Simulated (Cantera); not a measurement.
A Cantera script and its output.

```python
import numpy as np
import cantera as ct

gas = ct.Solution("gri30.yaml")
gas.TPX = 600, 860000, {'CO': 1, 'H2': 1.1, 'CH4': 0.63, 'O2': 5.25, 'N2': 19.7, 'H2O': 2.7}
inlet = ct.Reservoir(gas, clone=True)
gas.equilibrate("HP")  # start burning
reactor = ct.IdealGasConstPressureReactor(gas, energy="on", clone=False)
exhaust = ct.Reservoir(gas, clone=True)
tau = [0.31, 0.11, 0.036, 0.012, 0.0042, 0.0014, 0.00049, 0.00017, 5.7e-05, 1.9e-05][0]
for a, b in ((inlet, reactor), (reactor, exhaust)):
    ct.MassFlowController(a, b, mdot=lambda t: reactor.mass / tau)
net = ct.ReactorNet([reactor])
show = ['CO', 'H2', 'CH4', 'H2O2', 'OH']

rows = []
print(f"{'tau/s':>10s}{'T/K':>9s}" + "".join(f"{s:>11s}" for s in show))
for tau in [0.31, 0.11, 0.036, 0.012, 0.0042, 0.0014, 0.00049, 0.00017, 5.7e-05, 1.9e-05]:
    net.initial_time = 0.0
    net.advance(30 * tau)
    before = gas.X
    net.advance(40 * tau)
    drift = np.max(np.abs(gas.X - before) / (gas.X + 1e-9))
    rows.append([gas.T, *gas[show].X, drift])
    print(f"{tau:10.3e}{gas.T:9.1f}" + "".join(f"{x:11.3e}" for x in gas[show].X))
```

Result:

```
     tau/s      T/K         CO         H2        CH4       H2O2         OH
 3.100e-01   1598.9  5.053e-05  6.455e-06  2.111e-06  8.824e-08  1.399e-04
 1.100e-01   1598.2  1.177e-04  1.353e-05  4.766e-06  1.260e-07  1.664e-04
 3.600e-02   1596.5  2.840e-04  3.082e-05  1.096e-05  2.032e-07  2.083e-04
 1.200e-02   1592.8  6.737e-04  7.086e-05  2.488e-05  3.427e-07  2.599e-04
 4.200e-03   1584.4  1.589e-03  1.644e-04  5.712e-05  5.914e-07  3.074e-04
 1.400e-03   1558.3  4.498e-03  4.698e-04  1.663e-04  1.262e-06  3.019e-04
 4.900e-04    600.0  3.292e-02  3.621e-02  2.074e-02 -4.985e-18  3.146e-18
 1.700e-04    600.0  3.292e-02  3.621e-02  2.074e-02  6.469e-20  3.011e-18
 5.700e-05    600.0  3.292e-02  3.621e-02  2.074e-02  3.472e-21  2.677e-18
 1.900e-05    600.0  3.292e-02  3.621e-02  2.074e-02  2.965e-22  2.000e-18
```

Computed with Cantera and GRI-Mech 3.0 (53 species, 325 reactions).
